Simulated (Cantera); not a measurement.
A Cantera script and its output.

```python
import numpy as np
import cantera as ct

gas = ct.Solution("gri30.yaml", transport_model="multicomponent")
show = ['CO2', 'H', 'CH3']

rows = []
print(f"{'T/K':>7s}{'rho':>11s}{'cp':>10s}{'mu':>11s}{'lambda':>11s}{'Pr':>7s}" + "".join(f"{'D_' + s:>11s}" for s in show))
for T in [400, 550, 700, 850, 1000, 1150, 1300, 1450]:
    gas.TPX = T, 43, {'CH4': 0.58}
    Pr = gas.cp_mass * gas.viscosity / gas.thermal_conductivity
    D = [gas.mix_diff_coeffs_mole[gas.species_index(s)] for s in show]
    rows.append([gas.density, gas.cp_mass, gas.viscosity, gas.thermal_conductivity, Pr, *D])
    print(f"{T:7g}{gas.density:11.4e}{gas.cp_mass:10.1f}{gas.viscosity:11.4e}"
          f"{gas.thermal_conductivity:11.4e}{Pr:7.3f}" + "".join(f"{d:11.4e}" for d in D))
print("SI units: kg/m3, J/kg/K, Pa s, W/m/K, m2/s")
```

Result:

```
    T/K        rho        cp         mu     lambda     Pr      D_CO2        D_H      D_CH3
    400 2.0742e-04    2526.4 1.4442e-05 5.0839e-02  0.718 6.9140e-02 4.4225e-01 9.1295e-02
    550 1.5085e-04    3093.1 1.8311e-05 7.8308e-02  0.723 1.2257e-01 7.7349e-01 1.5965e-01
    700 1.1853e-04    3655.8 2.1710e-05 1.0922e-01  0.727 1.8706e-01 1.1712e+00 2.4171e-01
    850 9.7611e-05    4143.2 2.4797e-05 1.4103e-01  0.728 2.6152e-01 1.6293e+00 3.3623e-01
   1000 8.2970e-05    4588.7 2.7658e-05 1.7396e-01  0.730 3.4517e-01 2.1434e+00 4.4232e-01
   1150 7.2148e-05    4962.1 3.0346e-05 2.0625e-01  0.730 4.3744e-01 2.7103e+00 5.5928e-01
   1300 6.3823e-05    5281.4 3.2897e-05 2.3789e-01  0.730 5.3788e-01 3.3273e+00 6.8660e-01
   1450 5.7221e-05    5554.0 3.5335e-05 2.6868e-01  0.730 6.4613e-01 3.9924e+00 8.2382e-01
SI units: kg/m3, J/kg/K, Pa s, W/m/K, m2/s
```

Model: GRI-Mech 3.0 (53 species, 325 reactions), integrated in Cantera. The composition is frozen, though it would react at the higher temperatures.
